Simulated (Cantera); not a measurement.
An adiabatic, constant-volume homogeneous reactor starts with H2 : O2 : N2 : H2O = 1 : 0.649 : 2.44 : 0.27 (molar parts), at 1148 K and 18.8 atm.

Detailed kinetics in Cantera: GRI-Mech 3.0 (53 species, 325 reactions). The hydrogen kinetics of GRI-Mech 3.0 are dated; newer H2 mechanisms differ, most at raised pressure. The pressure lies above the range GRI-Mech 3.0 was tuned for (to about 10 atm).

**Question.** Predict: time of steepest temperature rise; temperature at 0.100 s; equilibrium temperature; x(H2) at 0.100 s; x(O2) at 0.100 s; x(H2O) at 0.100 s; x(NO2) at 0.100 s; x(N2O) at 0.100 s; x(OH) at 0.100 s; x(H) at 0.100 s.

**Answer.** 
```json
{
 "time_of_steepest_temperature_rise": "0.421 ms",
 "temperature at 0.100 s": "2877 K",
 "equilibrium_temperature": "2877 K",
 "x(H2) at 0.100 s": "0.00795 (gas-phase equilibrium 0.00795)",
 "x(O2) at 0.100 s": "0.0303 (gas-phase equilibrium 0.0303)",
 "x(H2O) at 0.100 s": "0.308 (gas-phase equilibrium 0.308)",
 "x(NO2) at 0.100 s": "2.17e-5 (gas-phase equilibrium 2.17e-5)",
 "x(N2O) at 0.100 s": "4.49e-6 (gas-phase equilibrium 4.49e-6)",
 "x(OH) at 0.100 s": "0.0171 (gas-phase equilibrium 0.0171)",
 "x(H) at 0.100 s": "0.00147 (gas-phase equilibrium 0.00147)"
}
```
